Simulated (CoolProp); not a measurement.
Vapour-liquid equilibrium of propane (1) + R152A (2) at 12.6 bar; x and y are mole fractions of (1).

Values from CoolProp's multi-fluid Helmholtz-energy mixture model, Lemmon 2009 and Outcalt 1996; pair parameters Bell 2016.

Give the bubble temperature and the first vapour's composition at x = 0.05, 0.25, 0.35. Is there an azeotrope?

x = 0.05: 321.6 K, y = 0.122; x = 0.25: 310.8 K, y = 0.418; x = 0.35: 308.0 K, y = 0.500. y crosses x between x = 0.65 and 0.75: the model has an azeotrope there.

Pair parameters are fitted to limited data, so mixtures are less certain than the pure fluids.
